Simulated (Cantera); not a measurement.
Input (Python, Cantera) and output of one run.

```python
import numpy as np
import cantera as ct

gas_names = """
    C CN CO CO2 C2 CCN CNC C2N2 C2O C3 C3O2 C4 C4N2 C5 N NCO NO NO2 NO3 N2 N2O O O2 O3 Pb PbO Pb2
""".split()
cond_names = """
    C(gr) Pb(cr) Pb(L) PbO(rd) PbO(yw) PbO(L) PbO2(s) Pb3O4(s)
""".split()


def load(file, names, dense=False):
    # The tables refer to 1 bar. Condensed volumes are neglected.
    table = {s.name: s for s in ct.Species.list_from_file(file)}
    out = []
    for n in names:
        d = dict(table[n].input_data)
        d["thermo"] = dict(d["thermo"], **{"reference-pressure": 1e5})
        if dense:
            d["equation-of-state"] = {"model": "constant-volume", "density": "1e6 g/cm^3"}
        out.append(ct.Species.from_dict(d))
    return out


gas = ct.Solution(thermo="ideal-gas", species=load("nasa_gas.yaml", gas_names))
cond = {s.name: ct.Solution(thermo="fixed-stoichiometry", species=[s], name=s.name)
        for s in load("nasa_condensed.yaml", cond_names, dense=True)}
atoms = {
    'PbO': {'Pb': 1, 'O': 1},
    'CO': {'C': 1, 'O': 1},
    'N2': {'N': 2},
}
top_T = {'C(gr)': 4500, 'Pb3O4(s)': 820}  # K; cautious upper limits of use, not melting points


def equilibrate(T, P, feed):
    n = {}
    for name, mol in feed.items():
        for a, k in atoms[name].items():
            n[a] = n.get(a, 0.0) + k * mol
    gas.TPX = T, P, n
    mass = sum(n.values()) * gas.mean_molecular_weight
    gas.equilibrate("TP")
    valid = [c for c in cond.values() if c.min_temp <= T <= top_T.get(c.name, c.max_temp)]
    mix = ct.Mixture([(gas, mass / gas.mean_molecular_weight)] + [(c, 0.0) for c in valid])
    mix.T, mix.P = T, P
    mix.equilibrate("TP", solver="vcs", rtol=1e-11, max_steps=5000)
    return mix


results = []
feed = {'PbO': 1, 'CO': 0.092, 'N2': 36}  # mol
P = 100000  # Pa
for T in [873, 923, 973, 1023, 1073, 1123, 1173, 1223, 1273, 1323, 1373, 1423]:
    mix = equilibrate(T, P, feed)
    results.append((T, P, feed, dict(zip(mix.species_names, mix.species_moles))))

top = {s: max(r[3][s] / sum(r[3][g] for g in gas_names) for r in results) for s in gas_names}
cols = sorted((s for s in top if top[s] > 1e-05), key=lambda s: -top[s])[:8]
seen = [c for c in cond_names if any(r[3].get(c, 0) > 1e-12 for r in results)]
print("log10 of partial pressures in bar; condensed amounts in mol")
print(f"{'T/K':>10s}" + "".join(f"{s[:9]:>10s}" for s in cols + seen))
for T, P, feed, n in results:
    ng = sum(n[g] for g in gas_names)
    print(f"{T:10.4g}" + "".join(f"{np.log10(max(n[s] / ng * P / 1e5, 1e-99)):10.3f}" for s in cols)
          + "".join(f"{n.get(c, 0):10.4g}" for c in seen))
```

Output:

```
log10 of partial pressures in bar; condensed amounts in mol
       T/K        N2       PbO        Pb       CO2        O2     Pb(L)   PbO(yw)    PbO(L)
       873    -0.001    -8.627    -6.197    -2.594   -15.775   0.09197     0.908         0
       923    -0.001    -7.725    -5.596    -2.594   -14.356    0.0919     0.908         0
       973    -0.001    -6.917    -5.058    -2.594   -13.085   0.09168     0.908         0
      1023    -0.001    -6.192    -4.574    -2.594   -11.942   0.09103     0.908         0
      1073    -0.001    -5.536    -4.136    -2.594   -10.908   0.08935    0.9079         0
      1123    -0.001    -4.941    -3.738    -2.594    -9.968   0.08538    0.9076         0
      1173    -0.001    -4.413    -3.375    -2.594    -9.139   0.07674         0    0.9066
      1223    -0.002    -3.965    -3.042    -2.594    -8.448   0.05917         0    0.9041
      1273    -0.002    -3.553    -2.736    -2.595    -7.815   0.02553         0    0.8979
      1323    -0.003    -3.176    -2.595    -2.595    -6.949         0         0    0.8839
      1373    -0.003    -2.827    -2.595    -2.596    -5.890         0         0    0.8539
      1423    -0.004    -2.505    -2.591    -2.596    -4.916         0         0    0.7934
```

Cantera equilibrium calculation (NASA polynomials, part measured and part estimated; ideal gas, pure solids and liquids). Each liquid is taken as pure. Mutual solubility and eutectic melting of coexisting phases are not modelled. Gases not in the tables: (PbO)n polymers.
